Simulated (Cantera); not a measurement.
Charge: 1 mol CH₃SiH₃, 0.26 mol C₂H₂, 1.4 mol H₂, equilibrated at 0.00470 bar.

These are equilibrium values from Cantera (NASA tables, ideal gas, pure condensed phases), not measurements of a reactor. Candidate condensed phases: C, C₆H₆, C₇H₈, C₈H₁₈, Si, SiC; 87 gas species. The feed counts by its element totals alone. Gases not in the tables: Si₂H₆ and higher silanes. Equilibrium is a limit: real reactors are often held back by kinetics, nucleation or transport.

log p: log10 of the partial pressure in bar; n: condensed amount in mol.

| T (°C) | log p H₂ | log p H | log p Si | log p SiC₂ | log p Si₂C | log p C₂H₂ (acetylene) | n C(graphite) | n SiC(s) |
|---|---|---|---|---|---|---|---|---|
| 1000 | -2.33 | -7.31 | -13.33 | <-14 | <-14 | -8.76 | 0.520 | 1.00 |
| 1100 | -2.33 | -6.64 | -11.78 | <-14 | <-14 | -8.09 | 0.520 | 1.00 |
| 1200 | -2.33 | -6.06 | -10.45 | -13.31 | … | -7.51 | 0.520 | 1.00 |
| 1300 | -2.33 | -5.55 | -9.28 | -11.78 | … | -7.01 | 0.520 | 1.000 |
| 1400 | -2.33 | -5.11 | -8.25 | -10.44 | … | -6.57 | 0.519 | 1.000 |
| 1500 | -2.33 | -4.71 | -7.34 | -9.25 | … | -6.18 | 0.519 | 1.000 |
| 1600 | -2.33 | -4.36 | -6.53 | -8.19 | … | -5.84 | 0.517 | 1.000 |
| 1700 | -2.34 | -4.04 | -5.81 | -7.24 | … | -5.53 | 0.516 | 0.998 |
| 1800 | -2.35 | -3.75 | -5.15 | -6.39 | … | -5.26 | 0.516 | 0.992 |
| 1900 | -2.36 | -3.50 | -4.55 | -5.62 | … | -5.02 | 0.529 | 0.964 |
| 2000 | -2.39 | -3.27 | -4.01 | -4.91 | … | -4.82 | 0.590 | 0.863 |
| 2100 | -2.46 | -3.09 | -3.52 | -4.27 | … | -4.67 | 0.816 | 0.487 |

Task: Complete the blanks.

Result: 
- 1200, log p Si₂C: -13.36
- 1300, log p Si₂C: -11.86
- 1400, log p Si₂C: -10.54
- 1500, log p Si₂C: -9.38
- 1600, log p Si₂C: -8.35
- 1700, log p Si₂C: -7.42
- 1800, log p Si₂C: -6.58
- 1900, log p Si₂C: -5.83
- 2000, log p Si₂C: -5.14
- 2100, log p Si₂C: -4.51
